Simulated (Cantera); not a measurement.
Feed: 1 mol MgO, 1.1 mol HCl, 11 mol H₂, held at 1025 K and 10.0 mbar.

Equilibrium computed with Cantera from the NASA thermochemical tables; the gas is ideal and each condensed phase is pure. Candidate condensed phases: H₂O, Mg, MgCl₂, MgO, Mg(OH)₂; 22 gas species. Equilibrium is a limit: real reactors are often held back by kinetics, nucleation or transport.

Base state: H₂ 0.909, HCl 0.0899, H₂O 0.000480, MgCl₂ 0.000480 (mole fractions); condensed: MgO(s).

**Question.** What changes in the equilibrium state with this change: 0.19 mol NH₃ added?

**Answer.** 
```
species        before     after
-----------  --------  --------
H₂              0.909     0.904
HCl            0.0899    0.0872
N₂                  0   0.00761
MgCl₂        0.000480  0.000466
H₂O          0.000480  0.000466
MgO(s), mol     0.994     0.994
```
Further candidate phases: NH₄Cl.
